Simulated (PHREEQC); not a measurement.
0.047 g of hydrous ferric oxide (600 m²/g; 0.2 weak and 0.005 strong sites per Fe, Dzombak-Morel constants, diffuse double layer) in 1 kg of water with 0.05 mol/kgw of an inert sodium salt and 3.5e-05 mol/kgw Na2SO4 and 1.7e-05 mol/kgw MgCl2, at 25 °C; the pH is set by adding NaOH or the inert anion's acid. O2 is buffered at 0.21 atm. The system is closed to CO2. No solid was allowed to form.

The series has 17 steps of pH, from 4 to 12.

All values are PHREEQC results (ion-association model, wateq4f.dat), not measurements.

**Question.** Near which pH is half of the S sorbed, and on which side is more sorbed?

**Answer.** Near pH 5.1, with more sorbed at lower pH.

**Question.** Near which pH is half of the Mg sorbed, and on which side is more sorbed?

**Answer.** Near pH 8.7, with more sorbed at higher pH.

Complexes and solids missing from the database can't appear.
